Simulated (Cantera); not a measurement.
A closed system holds: 1 mol SiC, 0.0069 mol O2, 520 mol H2, at 1.00e-5 bar.

These are equilibrium values from Cantera (NASA tables, ideal gas, pure condensed phases), not measurements of a reactor. Candidate condensed phases: C, C6H6, C7H8, C8H18, H2O, Si, SiC, SiO2; 123 gas species. Equilibrium is a limit: real reactors are often held back by kinetics, nucleation or transport.

Q: Which condensed phases are stable at each of these points (T (K)): 1273, 1348, 1423, 1498, 1573, 1648, 1723, 1798, 1873, 1948, 2023, 2098, 2173, 2248?

A: 
```
T (K)      condensed phases  Si condensed (%)
-----  --------------------  ----------------
1273                 SiC(s)              99.3
1348                 SiC(s)              99.3
1423                 SiC(s)              99.0
1498                 SiC(s)              98.6
1573                 SiC(s)              96.9
1648   C(graphite) + SiC(s)              82.9
1723   C(graphite) + SiC(s)               9.7
1798            C(graphite)               0.0
1873            C(graphite)               0.0
1948            C(graphite)               0.0
2023            C(graphite)               0.0
2098               gas only               0.0
2173               gas only               0.0
2248               gas only               0.0
```

From 1273 K to 1573 K the condensed part is SiC(s). From 1648 K to 1723 K the condensed part is C(graphite) + SiC(s). From 1798 K to 2023 K the condensed part is C(graphite). From 2098 K to 2248 K nothing is condensed.
